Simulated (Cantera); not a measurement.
A closed system holds: 1 mol TiO2, 4.3 mol C, 0.19 mol H2, at 0.530 bar.

These are equilibrium values from Cantera (NASA tables, ideal gas, pure condensed phases), not measurements of a reactor. Candidate condensed phases: C, C6H6, C7H8, C8H18, H2O, Ti, TiC, TiO, TiO2, Ti2O3, Ti3O5, Ti4O7; 113 gas species. TiC: taken at fixed stoichiometry. Kinetics and transport are ignored. All values below are at 1550 K.

Base state: CO 0.913, H2 0.0867, CO2 0.000191, H2O 5.08e-5, H 1.27e-5 (mole fractions); condensed: C(graphite) + TiC(s).

Question: What changes in the equilibrium state with this change: TiO2 replaced by PbO?

Answer: 
```tsv
species	before	after
CO	0.913	0.778
H2	0.0867	0.148
Pb	0	0.0739
Pb2	0	4.21e-5
CH4	8.10e-6	2.35e-5
H2O	5.08e-5	7.38e-5
CO2	0.000191	0.000139
C(graphite), mol	1.30	3.30
TiC(s), mol	1.00	0
Pb(l), mol	0	0.905
```
Further candidate phases: Pb, PbO, PbO2, Pb3O4.
